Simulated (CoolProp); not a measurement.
The numbers come from the reference Helmholtz-energy equation of state, Zhou 2016 in CoolProp.

**Question.** Give the vapour pressure (bar), liquid density (kg/m³), vapour Z of saturated R245ca at 356.6, 361.6, 366.6 K.

**Answer.** 
```tsv
T (K)	p (bar)	liquid density (kg/m³)	vapour Z
356.6	6.24	1230	0.859
361.6	7.07	1210	0.846
366.6	7.98	1190	0.832
```
